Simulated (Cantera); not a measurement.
An adiabatic, constant-volume homogeneous reactor starts with CH₄ : C₂H₆ : O₂ : N₂ = 1 : 0.042 : 1.65 : 8.26 (molar parts), equivalence ratio 1.3, at 1375 K and 101000 Pa. Integrator tolerance rtol = 1e-08.

Cantera simulation using GRI-Mech 3.0 (53 species, 325 reactions); the numbers are that mechanism's predictions, not measurements.

Q: What does this change do: initial temperature 1375 to 1498 K?

A: 
```tsv
quantity	before	after
time of steepest temperature rise	2.49 ms	0.623 ms
temperature at 1.00 s	2784 K	2830 K
equilibrium temperature	2784 K	2830 K
x(CH₄) at 1.00 s	<1e-12 (gas-phase equilibrium <1e-12)	<1e-12 (gas-phase equilibrium <1e-12)
x(C₂H₆) at 1.00 s	<1e-12 (gas-phase equilibrium <1e-12)	<1e-12 (gas-phase equilibrium <1e-12)
x(O₂) at 1.00 s	0.00273 (gas-phase equilibrium 0.00273)	0.00359 (gas-phase equilibrium 0.00359)
x(HO₂) at 1.00 s	1.51e-6 (gas-phase equilibrium 1.51e-6)	1.98e-6 (gas-phase equilibrium 1.98e-6)
x(HCN) at 1.00 s	1.16e-8 (gas-phase equilibrium 1.16e-8)	1.21e-8 (gas-phase equilibrium 1.21e-8)
x(C₂H₄) at 1.00 s	<1e-12 (gas-phase equilibrium <1e-12)	<1e-12 (gas-phase equilibrium <1e-12)
```

Q: What does this change do: initial temperature 1375 to 1525 K?

A: 
```tsv
quantity	before	after
time of steepest temperature rise	2.49 ms	0.473 ms
temperature at 1.00 s	2784 K	2839 K
equilibrium temperature	2784 K	2839 K
x(CH₄) at 1.00 s	<1e-12 (gas-phase equilibrium <1e-12)	<1e-12 (gas-phase equilibrium <1e-12)
x(C₂H₆) at 1.00 s	<1e-12 (gas-phase equilibrium <1e-12)	<1e-12 (gas-phase equilibrium <1e-12)
x(O₂) at 1.00 s	0.00273 (gas-phase equilibrium 0.00273)	0.00379 (gas-phase equilibrium 0.00379)
x(HO₂) at 1.00 s	1.51e-6 (gas-phase equilibrium 1.51e-6)	2.08e-6 (gas-phase equilibrium 2.08e-6)
x(HCN) at 1.00 s	1.16e-8 (gas-phase equilibrium 1.16e-8)	1.23e-8 (gas-phase equilibrium 1.23e-8)
x(C₂H₄) at 1.00 s	<1e-12 (gas-phase equilibrium <1e-12)	<1e-12 (gas-phase equilibrium <1e-12)
```
